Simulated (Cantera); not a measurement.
Input (Python, Cantera) and output of one run.

```python
import numpy as np
import cantera as ct

gas_names = """
    H H2 Pb Pb2
""".split()
cond_names = """
    Pb(cr) Pb(L)
""".split()


# ... load() reads the species with a 1 bar reference pressure and builds the phases ...
atoms = {
    'Pb': {'Pb': 1},
    'H2': {'H': 2},
}
top_T = {}  # K; cautious upper limits of use, not melting points


# ... equilibrate(T, P, feed) seeds the gas with the atoms and calls Mixture.equilibrate('TP', solver="vcs", rtol=1e-11, max_steps=5000) ...
results = []
feed = {'Pb': 1, 'H2': 0.32}  # mol
P = 76000  # Pa
for T in [600, 750, 900, 1050, 1200, 1350, 1500]:
    mix = equilibrate(T, P, feed)
    results.append((T, P, feed, dict(zip(mix.species_names, mix.species_moles))))

top = {s: max(r[3][s] / sum(r[3][g] for g in gas_names) for r in results) for s in gas_names}
cols = sorted((s for s in top if top[s] > 0.001), key=lambda s: -top[s])[:5]
seen = [c for c in cond_names if any(r[3].get(c, 0) > 1e-12 for r in results)]
print("log10 of partial pressures in bar; condensed amounts in mol")
print(f"{'T/K':>10s}" + "".join(f"{s[:9]:>10s}" for s in cols + seen))
for T, P, feed, n in results:
    ng = sum(n[g] for g in gas_names)
    print(f"{T:10.4g}" + "".join(f"{np.log10(max(n[s] / ng * P / 1e5, 1e-99)):10.3f}" for s in cols)
          + "".join(f"{n.get(c, 0):10.4g}" for c in seen))
```

Result:

```
log10 of partial pressures in bar; condensed amounts in mol
       T/K        H2        Pb    Pb(cr)     Pb(L)
       600    -0.119   -11.287         1         0
       750    -0.119    -8.023         0         1
       900    -0.119    -5.864         0         1
      1050    -0.119    -4.332         0         1
      1200    -0.120    -3.192         0    0.9997
      1350    -0.122    -2.310         0    0.9979
      1500    -0.133    -1.610         0    0.9893
```

Equilibrium computed with Cantera from the NASA thermochemical tables; the gas is ideal and each condensed phase is pure.
